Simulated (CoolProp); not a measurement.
The numbers come from the reference Helmholtz-energy equation of state, Thol 2014 in CoolProp.

Q: For diethyl ether, give the phase and the density (kg/m³), cp (kJ/(kg K)), cv (kJ/(kg K)), isothermal compressibility (1/MPa) at 130.25 °C and 0.925 MPa; 161.25 °C and 0.925 MPa.

A: 
- 130.25 °C and 0.925 MPa: gas; density 24.6, cp 2.25, cv 1.97, isothermal compressibility 1.35
- 161.25 °C and 0.925 MPa: gas; density 21.6, cp 2.22, cv 2.01, isothermal compressibility 1.25
